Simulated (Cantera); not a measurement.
A perfectly stirred reactor is fed with H2 : O2 : N2 = 1 : 0.385 : 1.45 (molar parts), equivalence ratio 1.3, at 0.276 atm; it is adiabatic with a 325 K inlet, and is followed from long to short residence time, starting on the burning branch (τ in s: 0.42, 0.15, 0.055, 0.02, 0.0072, 0.0026, 0.00094, 0.00034, 0.00012, 4.4e-05).

Computed with Cantera and the H2/O2 subset of GRI-Mech 3.0, which has no nitrogen chemistry.

**Question.** What does this change do: inlet temperature 325 to 475 K?

**Answer.** 
```csv
quantity,before,after
"blow-out, bracketed by the residence times tried","burning at 0.120 ms, out at 44.0 µs","burning at 0.120 ms, out at 44.0 µs"
x(H2) at τ = 0.420 s,0.0924,0.0926
x(O2) at τ = 0.420 s,0.000333,0.000617
x(OH) at τ = 0.420 s,0.00412,0.00608
x(O) at τ = 0.420 s,0.000233,0.000449
x(HO2) at τ = 0.420 s,9.46e-8,1.79e-7
x(H2) at τ = 2.60 ms,0.0899,0.0918
x(O2) at τ = 2.60 ms,0.00632,0.00683
x(OH) at τ = 2.60 ms,0.0115,0.0135
x(O) at τ = 2.60 ms,0.00448,0.00513
x(HO2) at τ = 2.60 ms,1.29e-6,1.27e-6
```

**Question.** What does this change do: pressure from 0.276 atm to 4.54 atm?

**Answer.** 
```json
[
 {"quantity": "blow-out, bracketed by the residence times tried", "before": "burning at 0.120 ms, out at 44.0 µs", "after": "burning at 44.0 µs, the shortest tried"},
 {"quantity": "x(H2) at τ = 0.420 s", "before": "0.0924", "after": "0.0934"},
 {"quantity": "x(O2) at τ = 0.420 s", "before": "0.000333", "after": "2.39e-5"},
 {"quantity": "x(OH) at τ = 0.420 s", "before": "0.00412", "after": "0.00113"},
 {"quantity": "x(O) at τ = 0.420 s", "before": "0.000233", "after": "1.57e-5"},
 {"quantity": "x(HO2) at τ = 0.420 s", "before": "9.46e-8", "after": "2.73e-8"},
 {"quantity": "x(H2) at τ = 2.60 ms", "before": "0.0899", "after": "0.0932"},
 {"quantity": "x(O2) at τ = 2.60 ms", "before": "0.00632", "after": "0.000264"},
 {"quantity": "x(OH) at τ = 2.60 ms", "before": "0.0115", "after": "0.00251"},
 {"quantity": "x(O) at τ = 2.60 ms", "before": "0.00448", "after": "8.30e-5"},
 {"quantity": "x(HO2) at τ = 2.60 ms", "before": "1.29e-6", "after": "3.37e-7"}
]
```
The hydrogen kinetics of GRI-Mech 3.0 are dated; newer H2 mechanisms differ, most at raised pressure.
